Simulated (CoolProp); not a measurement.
Vapour-liquid equilibrium of ethane (1) + hydrogen sulfide (2) at 257.2 K; x and y are mole fractions of (1).

The numbers come from the multi-fluid Helmholtz-energy mixture model, Bücker 2006 and Lemmon 2006; pair parameters Kunz 2012 in CoolProp.

```
x     bubble pressure (MPa)  y at the bubble point  dew pressure at overall composition x (MPa)  liquid density (mol/L)
----  ---------------------  ---------------------  -------------------------------------------  ----------------------
0.05                 0.8445                  0.270                                       0.6587                   24.45
0.15                  1.126                  0.475                                       0.7327                   22.70
0.25                  1.286                  0.561                                       0.8240                   21.17
0.35                  1.384                  0.611                                       0.9386                   19.83
0.45                  1.454                  0.651                                        1.084                   18.65
0.55                  1.510                  0.690                                        1.265                   17.62
0.65                  1.556                  0.734                                        1.452                   16.72
0.75                  1.592                  0.788                                        1.569                   15.94
0.85                  1.611                  0.856                                        1.610                   15.27
0.95                  1.604                  0.945                                        1.603                   14.70
```

y crosses x between x = 0.85 and 0.95: the model has an azeotrope there.

The pair parameters rest on a limited set of measurements; away from them the model extrapolates.
